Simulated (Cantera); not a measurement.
**Reactions in the system H-O-V**

Standard-state values (1 bar) from the NASA 1993 polynomials, evaluated with Cantera. Values are per mole of reaction as written; species without (g) are pure solids or liquids, kept so even where they would boil at 1 bar.

V2O4 + H(g) ⇌ OH(g) + V2O3

```
T (K)  ΔH° (kJ)  ΔS° (J/K)  ΔG° (kJ)  log10 K  condensed phases
-----  --------  ---------  --------  -------  ----------------
300        29.8       63.7      10.7    -1.85  V2O4(s), V2O3(s)
2425       -5.9       -0.3      -5.2     0.11  V2O4(l), V2O3(l)
2475       -8.0       -1.2      -5.1     0.11  V2O4(l), V2O3(l)
2525      -10.1       -2.0      -5.0     0.10  V2O4(l), V2O3(l)
2575      -12.1       -2.8      -4.9     0.10  V2O4(l), V2O3(l)
2625      -14.2       -3.6      -4.8     0.09  V2O4(l), V2O3(l)
2675      -16.2       -4.4      -4.6     0.09  V2O4(l), V2O3(l)
2725      -18.2       -5.1      -4.3     0.08  V2O4(l), V2O3(l)
2775      -20.3       -5.8      -4.1     0.08  V2O4(l), V2O3(l)
2825      -22.3       -6.6      -3.7     0.07  V2O4(l), V2O3(l)
```
